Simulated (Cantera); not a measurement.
A Cantera script and what it prints.

```python
import numpy as np
import cantera as ct

gas_names = [...]  # 136 gases of nasa_gas.yaml made of C, H, N, O
cond_names = """
    C(gr) C6H6(L) C7H8(L) C8H18(L),n-octa H2O(s) H2O(L)
""".split()


# ... load() reads the species with a 1 bar reference pressure and builds the phases ...
atoms = {
    'C3H8': {'C': 3, 'H': 8},
    'H2': {'H': 2},
    'N2': {'N': 2},
    'CO2': {'C': 1, 'O': 2},
}
top_T = {'C(gr)': 4500}  # K; cautious upper limits of use, not melting points


# ... equilibrate(T, P, feed) seeds the gas with the atoms and calls Mixture.equilibrate('TP', solver="vcs", rtol=1e-11, max_steps=5000) ...
results = []
feed = {'C3H8': 1, 'H2': 19, 'N2': 3.8, 'CO2': 1}  # mol
T = 1150  # K
P = 133.322  # Pa
mix = equilibrate(T, P, feed)
results.append((T, P, feed, dict(zip(mix.species_names, mix.species_moles))))
x = sorted(zip(gas.X, gas.species_names), reverse=True)
print(f"T = {T:g} K  P = {P:g} Pa  gas = {mix.phase_moles(0):.4g} mol")
print("   x: " + "  ".join(f"{s} {v:.3e}" for v, s in x if v > 0.0001))
print("   condensed (mol): " + ("  ".join(f"{mix.phase(i).name} {mix.phase_moles(i):.4g}"
      for i in range(1, mix.n_phases) if mix.phase_moles(i) > 1e-12) or "none"))
```

Output:

```
T = 1150 K  P = 133.322 Pa  gas = 28.8 mol
   x: H2 7.986e-01  N2 1.319e-01  CO 6.944e-02
   condensed (mol): C(gr) 1.999
```

Method: chemical equilibrium by Gibbs-energy minimisation in Cantera with the NASA 1993 tables (ideal gas, pure condensed phases).
